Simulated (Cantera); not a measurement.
A perfectly stirred reactor is fed with 22.2 % C2H6, 77.8 % N2, at 0.133 bar; it is held at 1298 K, and followed from long to short residence time.

Model: GRI-Mech 3.0 (53 species, 325 reactions), integrated in Cantera. GRI-Mech 3.0 stops at C3 and has no aromatics, soot or wall deposition, so with more carbon than oxygen in the feed, carbon stays in small species such as C2H2 where larger ones or solid carbon would form.

x: mole fraction; the columns are a selection and need not sum to one.

| τ (s) | x C2H6 | x CH3 | x H | x C2H | x CH4 |
|---|---|---|---|---|---|
| 1.7 | 0.00133 | 4.21e-5 | 1.24e-5 | 2.69e-9 | 0.0404 |
| 0.66 | 0.00276 | 6.01e-5 | 1.54e-5 | 3.18e-9 | 0.0430 |
| 0.26 | … | … | … | 3.44e-9 | 0.0458 |
| 0.10 | … | … | 2.02e-5 | 3.22e-9 | 0.0471 |
| 0.040 | 0.0294 | 0.000193 | 2.09e-5 | 2.47e-9 | 0.0440 |
| 0.016 | 0.0628 | 0.000277 | 1.97e-5 | 1.45e-9 | 0.0343 |
| 0.0061 | 0.118 | 0.000367 | 1.69e-5 | 6.45e-10 | 0.0194 |
| 0.0024 | 0.170 | 0.000414 | 1.43e-5 | 2.54e-10 | 0.00835 |
| 0.00094 | 0.201 | 0.000394 | 1.19e-5 | 8.33e-11 | 0.00297 |
| 0.00037 | 0.215 | 0.000301 | 8.81e-6 | 1.82e-11 | 0.000868 |

Task: Some entries are withheld; supply them.

Result: 
- 0.26, x C2H6: 0.00588
- 0.26, x CH3: 8.70e-5
- 0.26, x H: 1.81e-5
- 0.10, x C2H6: 0.0133
- 0.10, x CH3: 0.000130
